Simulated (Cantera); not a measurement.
An isothermal, constant-pressure homogeneous reactor starts with CH4 : N2 = 1 : 10 (molar parts), at 1675 K and 40.5 Torr. Integrator tolerance rtol = 1e-08.

Model: GRI-Mech 3.0 (53 species, 325 reactions), integrated in Cantera. GRI-Mech 3.0 stops at C3 and has no aromatics, soot or wall deposition, so with more carbon than oxygen in the feed, carbon stays in small species such as C2H2 where larger ones or solid carbon would form.

What does this change do: N2 10 to 2.2 parts?


```tsv
quantity	before	after
x(CH4) at 50.0 s	8.26e-5 (gas-phase equilibrium 4.23e-5)	0.000620 (gas-phase equilibrium 0.000469)
x(C2H6) at 50.0 s	3.24e-10 (gas-phase equilibrium 9.00e-11)	6.77e-9 (gas-phase equilibrium 3.88e-9)
x(CH3) at 50.0 s	2.39e-6 (gas-phase equilibrium 1.22e-6)	1.06e-5 (gas-phase equilibrium 8.03e-6)
x(H) at 50.0 s	0.000178 (gas-phase equilibrium 0.000178)	0.000300 (gas-phase equilibrium 0.000300)
x(C2H2) at 50.0 s	0.0416 (gas-phase equilibrium 0.0128)	0.119 (gas-phase equilibrium 0.0679)
x(C2H4) at 50.0 s	1.65e-5 (gas-phase equilibrium 5.09e-6)	0.000134 (gas-phase equilibrium 7.70e-5)
```

What does this change do: N2 10 to 1.2 parts?


| quantity | before | after |
|---|---|---|
| x(CH4) at 50.0 s | 8.26e-5 (gas-phase equilibrium 4.23e-5) | 0.00107 (gas-phase equilibrium 0.000872) |
| x(C2H6) at 50.0 s | 3.24e-10 (gas-phase equilibrium 9.00e-11) | 1.53e-8 (gas-phase equilibrium 1.02e-8) |
| x(CH3) at 50.0 s | 2.39e-6 (gas-phase equilibrium 1.22e-6) | 1.59e-5 (gas-phase equilibrium 1.30e-5) |
| x(H) at 50.0 s | 0.000178 (gas-phase equilibrium 0.000178) | 0.000344 (gas-phase equilibrium 0.000344) |
| x(C2H2) at 50.0 s | 0.0416 (gas-phase equilibrium 0.0128) | 0.156 (gas-phase equilibrium 0.104) |
| x(C2H4) at 50.0 s | 1.65e-5 (gas-phase equilibrium 5.09e-6) | 0.000231 (gas-phase equilibrium 0.000154) |

What does this change do: CH4 1 to 0.55 parts?


| quantity | before | after |
|---|---|---|
| x(CH4) at 50.0 s | 8.26e-5 (gas-phase equilibrium 4.23e-5) | 3.53e-5 (gas-phase equilibrium 1.25e-5) |
| x(C2H6) at 50.0 s | 3.24e-10 (gas-phase equilibrium 9.00e-11) | 9.08e-11 (gas-phase equilibrium 1.32e-11) |
| x(CH3) at 50.0 s | 2.39e-6 (gas-phase equilibrium 1.22e-6) | 1.32e-6 (gas-phase equilibrium 4.68e-7) |
| x(H) at 50.0 s | 0.000178 (gas-phase equilibrium 0.000178) | 0.000137 (gas-phase equilibrium 0.000137) |
| x(C2H2) at 50.0 s | 0.0416 (gas-phase equilibrium 0.0128) | 0.0247 (gas-phase equilibrium 0.00533) |
| x(C2H4) at 50.0 s | 1.65e-5 (gas-phase equilibrium 5.09e-6) | 5.84e-6 (gas-phase equilibrium 1.26e-6) |
